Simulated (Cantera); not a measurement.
**Transport properties of process gases**

Gas mixture: 100 % C₂H₆, at 0.470 bar, frozen composition.

Cantera's kinetic-theory transport with the Lennard-Jones parameters of GRI-Mech 3.0, ideal gas; thermal conductivity in the mixture-averaged form.

```csv
T (K),ρ (kg/m³),cp (J/kg/K),μ (µPa s),λ (mW/m/K),Pr,D (cm²/s) NO,D (cm²/s) CO₂,D (cm²/s) CH₄
400,0.425,2167,12.3,35.6,0.750,0.530,0.401,0.581
500,0.340,2585,15.0,51.7,0.750,0.788,0.608,0.869
600,0.283,2972,17.4,69.0,0.751,1.08,0.847,1.20
700,0.243,3308,19.7,86.8,0.751,1.41,1.12,1.57
800,0.212,3591,21.8,105,0.749,1.78,1.41,1.98
900,0.189,3837,23.8,122,0.748,2.17,1.74,2.43
1000,0.170,4080,25.7,140,0.751,2.59,2.09,2.90
```
D: mixture-averaged diffusion coefficient of that species in the mixture.
